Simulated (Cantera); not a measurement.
## Thermodynamics of silicon oxide and oxynitride deposition, feed TEOS + N2O + N2 + O3

A closed system holds: 1 mol TEOS, 1.7 mol N2O, 1.1 mol N2, 0.098 mol O3, held at 10.0 Torr.

Method: chemical equilibrium by Gibbs-energy minimisation in Cantera with the NASA 1993 tables (ideal gas, pure condensed phases). Candidate condensed phases: C, C6H6, C7H8, C8H18, H2O, Si, SiC, SiO2, Si2N2O, Si3N4; 151 gas species. The feed counts by its element totals alone. Mutual solubility and eutectic melting of coexisting phases are not modelled. The tables hold silica as quartz up to 1696 K and as liquid above; real silica turns to tridymite and cristobalite and melts near 1996 K. Kinetics and transport are ignored.

| T (K) | x H2 | x CO | x N2 | x H | x HCN | n C(graphite) | n SiO2(β-quartz) | n Si2N2O(s) | n SiC(s) |
|---|---|---|---|---|---|---|---|---|---|
| 1248 | 0.589 | 0.252 | 0.159 | 3.10e-6 | 3.80e-5 | 3.72 | 0.809 | 0.0955 | 0 |
| 1348 | 0.562 | 0.309 | 0.129 | 1.50e-5 | 8.63e-5 | 2.50 | 0 | 0.500 | 0 |
| 1448 | 0.562 | 0.309 | 0.129 | 5.98e-5 | 0.000195 | 2.50 | 0 | 0.499 | 0 |
| 1548 | 0.532 | 0.318 | 0.149 | 0.000194 | 0.000413 | 1.03 | 0 | 0 | 0.986 |
| 1648 | 0.531 | 0.318 | 0.149 | 0.000562 | 0.000767 | 1.03 | 0 | 0 | 0.979 |
| 1748 | 0.530 | 0.317 | 0.148 | 0.00144 | 0.00133 | 1.03 | 0 | 0 | 0.972 |
| 1848 | 0.528 | 0.316 | 0.148 | 0.00334 | 0.00215 | 1.03 | 0 | 0 | 0.962 |
| 1948 | 0.525 | 0.315 | 0.147 | 0.00709 | 0.00331 | 1.03 | 0 | 0 | 0.949 |
| 2048 | 0.518 | 0.313 | 0.145 | 0.0140 | 0.00486 | 1.02 | 0 | 0 | 0.930 |
x: gas mole fraction; n: condensed amount in mol.

At 1248 K the condensed part is C(graphite) + SiO2(β-quartz) + Si2N2O(s). From 1348 K to 1448 K the condensed part is C(graphite) + Si2N2O(s). From 1548 K to 2048 K the condensed part is C(graphite) + SiC(s). The main Si-bearing gas is SiO throughout.
